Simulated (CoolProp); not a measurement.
C2F6 (R116) at 298.15 K and 3.24 MPa flows at 0.27 m/s in a round tube of 6 mm bore and 15 µm roughness, fully developed (64/Re and Nu = 3.66 if laminar; Colebrook and Gnielinski if turbulent). Each further row changes one setting.

Model: reference Helmholtz-energy equation of state, Lemmon 2006, in CoolProp. It is a short technical equation, of lower accuracy than the large ones.

| case | Reynolds number | Darcy friction factor | pressure drop (Pa/m) | heat-transfer coefficient (W/(m² K)) | mass flow (kg/h) |
|---|---|---|---|---|---|
| as stated | 28100 | ___ | ___ | 725 | 11.2 |
| velocity 0.54 m/s | 56300 | ___ | 272 | ___ | ___ |
| diameter 12 mm | 56300 | 0.0243 | 30.2 | ___ | 45.0 |

Q: What belongs in the gaps?

A: 
- as stated, Darcy friction factor: 0.0293
- as stated, pressure drop (Pa/m): 72.8
- velocity 0.54 m/s, Darcy friction factor: 0.0273
- velocity 0.54 m/s, heat-transfer coefficient (W/(m² K)): 1400
- velocity 0.54 m/s, mass flow (kg/h): 22.5
- diameter 12 mm, heat-transfer coefficient (W/(m² K)): 637

Viscosity comes from a separate model (Huber 2003), an estimate that may be off by 10 % or more. Thermal conductivity comes from a separate model (Huber 2003), an estimate that may be off by 10 % or more.
